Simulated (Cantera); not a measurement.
Cantera run, input and output.

```python
import numpy as np
import cantera as ct

gas = ct.Solution("gri30.yaml")
gas.TPX = 400, 84000, {'H2': 1, 'O2': 1.06, 'N2': 4, 'NO': 0.013}
inlet = ct.Reservoir(gas, clone=True)
gas.equilibrate("HP")  # start burning
reactor = ct.IdealGasConstPressureReactor(gas, energy="on", clone=False)
exhaust = ct.Reservoir(gas, clone=True)
tau = [0.15, 0.05, 0.017, 0.0059, 0.002, 0.0007, 0.00024, 8.3e-05, 2.8e-05][0]
for a, b in ((inlet, reactor), (reactor, exhaust)):
    ct.MassFlowController(a, b, mdot=lambda t: reactor.mass / tau)
net = ct.ReactorNet([reactor])
show = ['H2', 'O2', 'NO', 'N2O', 'H', 'HO2']

rows = []
print(f"{'tau/s':>10s}{'T/K':>9s}" + "".join(f"{s:>11s}" for s in show))
for tau in [0.15, 0.05, 0.017, 0.0059, 0.002, 0.0007, 0.00024, 8.3e-05, 2.8e-05]:
    net.initial_time = 0.0
    net.advance(30 * tau)
    before = gas.X
    net.advance(40 * tau)
    drift = np.max(np.abs(gas.X - before) / (gas.X + 1e-9))
    rows.append([gas.T, *gas[show].X, drift])
    print(f"{tau:10.3e}{gas.T:9.1f}" + "".join(f"{x:11.3e}" for x in gas[show].X))
```

It prints:

```
     tau/s      T/K         H2         O2         NO        N2O          H        HO2
 1.500e-01   1660.1  1.324e-04  1.002e-01  2.327e-03  5.486e-07  1.301e-05  1.851e-06
 5.000e-02   1656.0  2.760e-04  1.001e-01  2.327e-03  6.913e-07  3.978e-05  3.531e-06
 1.700e-02   1648.8  5.671e-04  9.988e-02  2.326e-03  6.913e-07  1.194e-04  6.672e-06
 5.900e-03   1635.8  1.137e-03  9.966e-02  2.324e-03  5.957e-07  3.453e-04  1.201e-05
 2.000e-03   1611.1  2.272e-03  9.945e-02  2.321e-03  4.727e-07  9.857e-04  2.040e-05
 7.000e-04   1566.9  4.335e-03  9.948e-02  2.316e-03  3.639e-07  2.563e-03  3.131e-05
 2.400e-04   1488.1  8.313e-03  1.005e-01  2.305e-03  2.743e-07  6.095e-03  4.493e-05
 8.300e-05   1356.7  1.802e-02  1.053e-01  2.281e-03  2.019e-07  1.188e-02  6.385e-05
 2.800e-05    400.0  1.647e-01  1.745e-01  2.141e-03 -4.623e-22 -6.828e-21 -5.483e-20
```

Computed with Cantera and GRI-Mech 3.0 (53 species, 325 reactions). The mechanism lacks 2 NO + O2 → 2 NO2 and HONO, so NO2 and the effect of NO are under-described below about 1400 K.
